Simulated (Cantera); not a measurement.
Mixture: 3.41 % C₃H₈, 20.3 % O₂, 76.3 % N₂, at 1.38 atm, adiabatic and at constant pressure. Ignition delay is the time to a rise of 400 K.

Detailed kinetics in Cantera: GRI-Mech 3.0 (53 species, 325 reactions). GRI-Mech 3.0 was tuned for natural gas; its chemistry of propane as a main component is partial and can be far from experiment.

**Question.** Predict: delay at 1223 K; delay at 1298 K; delay at 1373 K; delay at 1448 K; delay at 1523 K; delay at 1598 K; apparent activation energy between 1448 and 1598 K.

**Answer.** 
| Quantity | Result |
|---|---|
| delay at 1223 K | 3.32 ms |
| delay at 1298 K | 0.852 ms |
| delay at 1373 K | 0.272 ms |
| delay at 1448 K | 0.107 ms |
| delay at 1523 K | 50.3 µs |
| delay at 1598 K | 27.7 µs |
| apparent activation energy between 1448 and 1598 K | 170 kJ/mol |
